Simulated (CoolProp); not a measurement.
Properties of chloromethane (R40) along the isotherm 393.3 K (Tc = 418.6 K, pc = 6.929 MPa, ω = 0.150).

Computed with CoolProp (reference Helmholtz-energy equation of state, Thol 2014).

```
p (MPa)  phase  cp (kJ/(kg K))  cv (kJ/(kg K))  expansivity (1/kK)  fugacity coefficient
-------  -----  --------------  --------------  ------------------  --------------------
0.011      gas          0.9459          0.7807               2.549                0.9993
0.0177     gas          0.9465          0.7809               2.552                0.9988
0.0286     gas          0.9474               …               2.559                0.9981
0.0462     gas          0.9489          0.7819               2.568                0.9970
0.0746     gas          0.9514          0.7829               2.584                0.9951
0.121      gas               …          0.7846               2.611                0.9921
0.195      gas               …          0.7872               2.654                0.9873
0.315      gas          0.9731          0.7916               2.727                0.9795
0.509      gas          0.9919          0.7989                   …                0.9669
0.822      gas           1.025          0.8111               3.069                0.9468
1.33       gas           1.086          0.8323               3.488                0.9143
2.14       gas           1.214          0.8706               4.388                0.8633
3.46       gas           1.593          0.9521               7.234                0.7809
```

Q: What belongs in the gaps?

A: 
- 0.0286, cv (kJ/(kg K)): 0.7813
- 0.121, cp (kJ/(kg K)): 0.9555
- 0.195, cp (kJ/(kg K)): 0.9621
- 0.509, expansivity (1/kK): 2.850
